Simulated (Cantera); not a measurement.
An isothermal, constant-pressure homogeneous reactor starts with 45.5 % C₂H₆, 54.5 % N₂, at 1475 K and 11.3 Torr.

Model: GRI-Mech 3.0 (53 species, 325 reactions), integrated in Cantera. GRI-Mech 3.0 stops at C3 and has no aromatics, soot or wall deposition, so with more carbon than oxygen in the feed, carbon stays in small species such as C2H2 where larger ones or solid carbon would form. Radical loss at walls, strong at low pressure, is not modelled.

x: mole fraction; the columns are a selection and need not sum to one.

| t (s) | x C₂H₆ | x H | x CH₄ | x C₂H | x C₂H₄ | x H₂ |
|---|---|---|---|---|---|---|
| 4.00e-6 | 0.454 | 6.48e-8 | 1.31e-6 | <1e-12 | 4.23e-8 | 6.57e-8 |
| 1.26e-5 | 0.454 | 4.80e-7 | 1.30e-5 | <1e-12 | 1.22e-6 | 1.09e-6 |
| 4.00e-5 | 0.453 | 5.14e-6 | 0.000125 | <1e-12 | 3.66e-5 | 3.46e-5 |
| 0.000126 | 0.447 | (withheld) | (withheld) | <1e-12 | (withheld) | (withheld) |
| 0.000400 | (withheld) | (withheld) | (withheld) | (withheld) | (withheld) | (withheld) |
| 0.00126 | 0.259 | 0.000290 | 0.0497 | 2.47e-8 | 0.0966 | 0.0844 |
| 0.00400 | 0.0620 | 0.000357 | 0.128 | 1.13e-7 | 0.172 | 0.181 |
| 0.0126 | 0.00341 | 0.000180 | 0.148 | 1.09e-7 | 0.135 | 0.249 |
| 0.0400 | 0.000194 | 5.56e-5 | 0.141 | 4.18e-8 | 0.0892 | 0.284 |
| 0.126 | 2.50e-5 | 2.38e-5 | 0.136 | 2.00e-8 | 0.0548 | 0.308 |
| 0.400 | 1.61e-5 | 2.26e-5 | 0.131 | 2.07e-8 | 0.0199 | 0.332 |
| 1.26 | 2.04e-5 | 2.95e-5 | 0.124 | 2.79e-8 | 0.00136 | 0.348 |
| 4.00 | 1.69e-5 | 3.19e-5 | 0.110 | 2.95e-8 | 0.000859 | 0.363 |
| 12.6 | 9.80e-6 | 3.79e-5 | 0.0791 | 3.35e-8 | 0.000720 | 0.395 |
| 40.0 | 2.70e-6 | 5.25e-5 | 0.0356 | 4.38e-8 | 0.000614 | 0.439 |

Q: Complete the blanks.

A: 
- 0.000126, x H: 4.59e-5
- 0.000126, x CH₄: 0.00113
- 0.000126, x C₂H₄: 0.00107
- 0.000126, x H₂: 0.00105
- 0.000400, x C₂H₆: 0.409
- 0.000400, x H: 0.000174
- 0.000400, x CH₄: 0.00873
- 0.000400, x C₂H: 1.33e-9
- 0.000400, x C₂H₄: 0.0182
- 0.000400, x H₂: 0.0164
